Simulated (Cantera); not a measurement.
An isothermal plug-flow reactor at 625 K and 101000 Pa (inlet), inlet velocity 3.8 m/s, active area per volume 3900 1/m; feed H₂ : O₂ : N₂ = 0.02 : 0.17 : 0.79 (molar parts), equivalence ratio 0.059.

Detailed kinetics in Cantera: Deutschmann's 1995 Pt surface mechanism with GRI-Mech 3.0 gas chemistry. Catalytic surfaces can have several steady states; this one follows from the mechanism file's or the stated starting coverage. Mass transfer to the wall is taken as infinitely fast.

**Question.** What does this change do: area per volume 3900 to 6100 1/m?

**Answer.** 
```tsv
quantity	before	after
x(H₂) at z = 0.0042 m	0.000722	0.000461
x(O₂) at z = 0.0042 m	0.165	0.165
x(H₂O) at z = 0.0042 m	0.0199	0.0202
θ(free Pt) at the exit	0.00751	0.00496
θ(O*) at the exit	0.988	0.992
θ(OH*) at the exit	0.00426	0.00348
```

**Question.** What does this change do: inlet velocity 3.8 to 1.2 m/s?

**Answer.** 
| quantity | before | after |
|---|---|---|
| x(H₂) at z = 0.0042 m | 0.000722 | 0.000218 |
| x(O₂) at z = 0.0042 m | 0.165 | 0.165 |
| x(H₂O) at z = 0.0042 m | 0.0199 | 0.0204 |
| θ(free Pt) at the exit | 0.00751 | 0.00272 |
| θ(O*) at the exit | 0.988 | 0.995 |
| θ(OH*) at the exit | 0.00426 | 0.00259 |
